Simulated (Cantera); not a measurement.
Charge: 1 mol C6H6, 3.2 mol H2O, 0.017 mol O2, equilibrated at 1052 °C and 10000 Pa.

Method: chemical equilibrium by Gibbs-energy minimisation in Cantera with the NASA 1993 tables (ideal gas, pure condensed phases). Candidate condensed phases: C, C6H6, C7H8, C8H18, H2O; 110 gas species. Equilibrium is a limit: real reactors are often held back by kinetics, nucleation or transport.

Base state: H2 0.657, CO 0.343, CH4 0.000290, H2O 0.000162, CO2 4.54e-5 (mole fractions); condensed: C(graphite).

What changes in the equilibrium state with this change: C6H6 replaced by C2H5OH?


```tsv
species	before	after
H2	0.657	0.529
H2O	0.000162	0.227
CO	0.343	0.198
CO2	4.54e-5	0.0456
CH4	0.000290	6.26e-8
C(graphite), mol	2.77	0
```
